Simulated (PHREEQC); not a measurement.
# Brine: an equilibrium model

Solution (25 °C): 0.5 mol Na2CO3 per kg of water. Closed to the air; pH follows from the charge balance.

Equilibrium calculation in PHREEQC: Pitzer model, pitzer.dat.

No solid was allowed to form.

Problem. Estimate the pH.

Solution. pH 11.58.

Problem. In which forms is C present?

Solution. CO3-2 99 %, HCO3- 1.1 % of the C.

In brines, pH and single-ion activities rest on the MacInnes convention.
